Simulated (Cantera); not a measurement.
Ti(NMe2)4 + O2 (titanium nitride, carbide and oxide coatings)

A closed system holds: 1 mol Ti(NMe2)4, 16 mol O2, at 3.70 mbar.

These are equilibrium values from Cantera (NASA tables, ideal gas, pure condensed phases), not measurements of a reactor. Candidate condensed phases: C, C6H6, C7H8, C8H18, H2O, Ti, TiC, TiN, TiO, TiO2, Ti2O3, Ti3O5, Ti4O7; 139 gas species. The feed counts by its element totals alone. Equilibrium is a limit: real reactors are often held back by kinetics, nucleation or transport.

```
T (K)  x H2O  x CO2    x N2    x O2      x OH      x CO  n TiO2(rutile)
-----  -----  -----  ------  ------  --------  --------  --------------
900    0.522  0.348  0.0870  0.0435   8.19e-8  3.81e-11            1.00
975    0.522  0.348  0.0870  0.0435   4.35e-7  6.98e-10            1.00
1050   0.522  0.348  0.0870  0.0435   1.82e-6   8.42e-9            1.00
1125   0.522  0.348  0.0869  0.0435   6.31e-6   7.27e-8            1.00
1200   0.522  0.348  0.0869  0.0435   1.87e-5   4.79e-7            1.00
1275   0.522  0.348  0.0869  0.0434   4.88e-5   2.52e-6            1.00
1350   0.522  0.348  0.0869  0.0434  0.000115   1.10e-5            1.00
1425   0.522  0.348  0.0869  0.0434  0.000246   4.11e-5            1.00
1500   0.521  0.348  0.0868  0.0434  0.000488  0.000134            1.00
1575   0.521  0.347  0.0868  0.0434  0.000909  0.000391            1.00
1650   0.520  0.346  0.0867  0.0436   0.00160   0.00103           1.000
1725   0.518  0.344  0.0865  0.0441   0.00268   0.00246           1.000
```
x: gas mole fraction; n: condensed amount in mol.

From 900 K to 1725 K the condensed part is TiO2(rutile).
